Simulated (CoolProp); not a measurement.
Saturation properties of n-heptane.

Computed with CoolProp (reference Helmholtz-energy equation of state, Span 2003). It is a short technical equation, of lower accuracy than the large ones.

| T (°C) | p (kPa) | liquid density (kg/m³) | enthalpy of vaporisation (kJ/kg) | liquid viscosity (µPa s) | vapour viscosity (µPa s) |
|---|---|---|---|---|---|
| 103.95 | 119.0 | 608.9 | 312.8 | 189 | 7.32 |
| 119.35 | 180.6 | 593.7 | 301.1 | 167 | 7.62 |
| 134.75 | 264.2 | 577.8 | 288.5 | 148 | 7.94 |
| 150.05 | 373.9 | 561.0 | 275.0 | 132 | 8.29 |
| 165.45 | 516.0 | 543.0 | 260.2 | 117 | 8.69 |
| 180.85 | 695.7 | 523.4 | 243.7 | 104 | 9.17 |
| 196.15 | 917.1 | 502.0 | 225.2 | 91.5 | 9.79 |
| 211.55 | 1190 | 477.3 | 203.7 | 80.1 | 10.6 |
| 226.95 | 1521 | 448.0 | 177.7 | 69.1 | 11.8 |
| 242.35 | 1921 | 409.9 | 144.1 | 57.9 | 13.7 |

It boils at 98.4 °C under 1 atm.

Viscosity comes from a separate model (Michailidou 2014).
